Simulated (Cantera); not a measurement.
What does this Cantera script print?

```python
import numpy as np
import cantera as ct

gas_names = """
    H H2 N NH NH2 NH3 N2 N2H2 N2H4 Si SiH SiH2 SiH3 SiH4 SiN Si2 Si2N Si3
""".split()
cond_names = """
    Si(cr) Si(L) Si3N4(a)
""".split()


# ... load() reads the species with a 1 bar reference pressure and builds the phases ...
atoms = {
    'Si2H6': {'Si': 2, 'H': 6},
    'N2': {'N': 2},
}
top_T = {'Si3N4(a)': 2400}  # K; cautious upper limits of use, not melting points


# ... equilibrate(T, P, feed) seeds the gas with the atoms and calls Mixture.equilibrate('TP', solver="vcs", rtol=1e-11, max_steps=5000) ...
results = []
feed = {'Si2H6': 1, 'N2': 87}  # mol
for P in [100, 230, 540, 1300, 2900, 6800, 16000, 37000, 86000, 200000]:
    for T in [1073, 1148, 1223, 1298, 1373, 1448, 1523, 1598, 1673, 1748, 1823]:
        mix = equilibrate(T, P, feed)
        results.append((T, P, feed, dict(zip(mix.species_names, mix.species_moles))))

for T, P, feed, n in results:
    print(f"{T:7g} {P:10.4g}  " + (" + ".join(c for c in cond_names if n.get(c, 0) > 1e-12) or "gas only"))
```

Output:

```
   1073        100  Si3N4(a)
   1148        100  Si3N4(a)
   1223        100  Si3N4(a)
   1298        100  Si3N4(a)
   1373        100  Si3N4(a)
   1448        100  Si3N4(a)
   1523        100  Si3N4(a)
   1598        100  Si3N4(a)
   1673        100  Si(cr)
   1748        100  Si(L)
   1823        100  Si(L)
   1073        230  Si3N4(a)
   1148        230  Si3N4(a)
   1223        230  Si3N4(a)
   1298        230  Si3N4(a)
   1373        230  Si3N4(a)
   1448        230  Si3N4(a)
   1523        230  Si3N4(a)
   1598        230  Si3N4(a)
   1673        230  Si3N4(a)
   1748        230  Si(L)
   1823        230  Si(L)
   1073        540  Si3N4(a)
   1148        540  Si3N4(a)
   1223        540  Si3N4(a)
   1298        540  Si3N4(a)
   1373        540  Si3N4(a)
   1448        540  Si3N4(a)
   1523        540  Si3N4(a)
   1598        540  Si3N4(a)
   1673        540  Si3N4(a)
   1748        540  Si3N4(a)
   1823        540  Si(L)
   1073       1300  Si3N4(a)
   1148       1300  Si3N4(a)
   1223       1300  Si3N4(a)
   1298       1300  Si3N4(a)
   1373       1300  Si3N4(a)
   1448       1300  Si3N4(a)
   1523       1300  Si3N4(a)
   1598       1300  Si3N4(a)
   1673       1300  Si3N4(a)
   1748       1300  Si3N4(a)
   1823       1300  Si(L)
   1073       2900  Si3N4(a)
   1148       2900  Si3N4(a)
   1223       2900  Si3N4(a)
   1298       2900  Si3N4(a)
   1373       2900  Si3N4(a)
   1448       2900  Si3N4(a)
   1523       2900  Si3N4(a)
   1598       2900  Si3N4(a)
   1673       2900  Si3N4(a)
   1748       2900  Si3N4(a)
   1823       2900  Si3N4(a)
   1073       6800  Si3N4(a)
   1148       6800  Si3N4(a)
   1223       6800  Si3N4(a)
   1298       6800  Si3N4(a)
   1373       6800  Si3N4(a)
   1448       6800  Si3N4(a)
   1523       6800  Si3N4(a)
   1598       6800  Si3N4(a)
   1673       6800  Si3N4(a)
   1748       6800  Si3N4(a)
   1823       6800  Si3N4(a)
   1073    1.6e+04  Si3N4(a)
   1148    1.6e+04  Si3N4(a)
   1223    1.6e+04  Si3N4(a)
   1298    1.6e+04  Si3N4(a)
   1373    1.6e+04  Si3N4(a)
   1448    1.6e+04  Si3N4(a)
   1523    1.6e+04  Si3N4(a)
   1598    1.6e+04  Si3N4(a)
   1673    1.6e+04  Si3N4(a)
   1748    1.6e+04  Si3N4(a)
   1823    1.6e+04  Si3N4(a)
   1073    3.7e+04  Si3N4(a)
   1148    3.7e+04  Si3N4(a)
   1223    3.7e+04  Si3N4(a)
   1298    3.7e+04  Si3N4(a)
   1373    3.7e+04  Si3N4(a)
   1448    3.7e+04  Si3N4(a)
   1523    3.7e+04  Si3N4(a)
   1598    3.7e+04  Si3N4(a)
   1673    3.7e+04  Si3N4(a)
   1748    3.7e+04  Si3N4(a)
   1823    3.7e+04  Si3N4(a)
   1073    8.6e+04  Si3N4(a)
   1148    8.6e+04  Si3N4(a)
   1223    8.6e+04  Si3N4(a)
   1298    8.6e+04  Si3N4(a)
   1373    8.6e+04  Si3N4(a)
   1448    8.6e+04  Si3N4(a)
   1523    8.6e+04  Si3N4(a)
   1598    8.6e+04  Si3N4(a)
   1673    8.6e+04  Si3N4(a)
   1748    8.6e+04  Si3N4(a)
   1823    8.6e+04  Si3N4(a)
   1073      2e+05  Si3N4(a)
   1148      2e+05  Si3N4(a)
   1223      2e+05  Si3N4(a)
   1298      2e+05  Si3N4(a)
   1373      2e+05  Si3N4(a)
   1448      2e+05  Si3N4(a)
   1523      2e+05  Si3N4(a)
   1598      2e+05  Si3N4(a)
   1673      2e+05  Si3N4(a)
   1748      2e+05  Si3N4(a)
   1823      2e+05  Si3N4(a)
```

Cantera equilibrium calculation (NASA polynomials, part measured and part estimated; ideal gas, pure solids and liquids). The feed counts by its element totals alone. N2 is the only nitrogen source here; it is nearly inert below about 1500 K, so the nitride shown seldom forms there in practice.
